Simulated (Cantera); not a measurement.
A Cantera script and what it prints.

```python
import numpy as np
import cantera as ct

gas_names = """
    N NO NO2 NO3 N2 N2O Nb NbO NbO2 O O2 O3
""".split()
cond_names = """
    Nb(cr) Nb(L) NbO(s) NbO(L) NbO2(I) NbO2(II) NbO2(III) NbO2(L) Nb2O5(s) Nb2O5(L)
""".split()


# ... load() reads the species with a 1 bar reference pressure and builds the phases ...
atoms = {
    'Nb': {'Nb': 1},
    'N2O': {'N': 2, 'O': 1},
}
top_T = {}  # K; cautious upper limits of use, not melting points


# ... equilibrate(T, P, feed) seeds the gas with the atoms and calls Mixture.equilibrate('TP', solver="vcs", rtol=1e-11, max_steps=5000) ...
results = []
feed = {'Nb': 1, 'N2O': 5.8}  # mol
T = 2725  # K
for P in [0.1, 0.75, 5.6, 42, 320, 2400, 18000, 130000, 1000000]:
    mix = equilibrate(T, P, feed)
    results.append((T, P, feed, dict(zip(mix.species_names, mix.species_moles))))
    x = sorted(zip(gas.X, gas.species_names), reverse=True)
    print(f"T = {T:g} K  P = {P:g} Pa  gas = {mix.phase_moles(0):.4g} mol")
    print("   x: " + "  ".join(f"{s} {v:.3e}" for v, s in x if v > 0.001))
    print("   condensed (mol): " + ("  ".join(f"{mix.phase(i).name} {mix.phase_moles(i):.4g}"
          for i in range(1, mix.n_phases) if mix.phase_moles(i) > 1e-12) or "none"))
```

Result:

```
T = 2725 K  P = 0.1 Pa  gas = 11.49 mol
   x: N2 5.037e-01  O 4.072e-01  NbO 7.580e-02  NbO2 1.045e-02  N 1.405e-03
   condensed (mol): none
T = 2725 K  P = 0.75 Pa  gas = 11.09 mol
   x: N2 5.218e-01  O 3.853e-01  NbO 4.553e-02  NbO2 4.455e-02  NO 1.543e-03
   condensed (mol): none
T = 2725 K  P = 5.6 Pa  gas = 10.66 mol
   x: N2 5.419e-01  O 3.557e-01  NbO2 8.168e-02  NbO 1.211e-02  O2 4.406e-03  NO 3.968e-03
   condensed (mol): none
T = 2725 K  P = 42 Pa  gas = 10.31 mol
   x: N2 5.575e-01  O 3.106e-01  NbO2 9.482e-02  O2 2.519e-02  NO 9.624e-03  NbO 2.146e-03
   condensed (mol): none
T = 2725 K  P = 320 Pa  gas = 9.7 mol
   x: N2 5.889e-01  O 2.057e-01  NbO2 1.026e-01  O2 8.421e-02  NO 1.808e-02
   condensed (mol): none
T = 2725 K  P = 2400 Pa  gas = 9.153 mol
   x: N2 6.214e-01  O2 1.460e-01  NbO2 1.091e-01  O 9.890e-02  NO 2.446e-02
   condensed (mol): none
T = 2725 K  P = 18000 Pa  gas = 7.706 mol
   x: N2 7.378e-01  O2 1.817e-01  O 4.029e-02  NO 2.973e-02  NbO2 1.046e-02
   condensed (mol): Nb2O5(L) 0.4597
T = 2725 K  P = 130000 Pa  gas = 7.517 mol
   x: N2 7.560e-01  O2 1.963e-01  NO 3.128e-02  O 1.558e-02
   condensed (mol): Nb2O5(L) 0.4967
T = 2725 K  P = 1e+06 Pa  gas = 7.472 mol
   x: N2 7.603e-01  O2 2.020e-01  NO 3.182e-02  O 5.700e-03
   condensed (mol): Nb2O5(L) 0.4997
```

Equilibrium computed with Cantera from the NASA thermochemical tables; the gas is ideal and each condensed phase is pure. Condensed phases not in the tables: the oxides between NbO2 and Nb2O5.
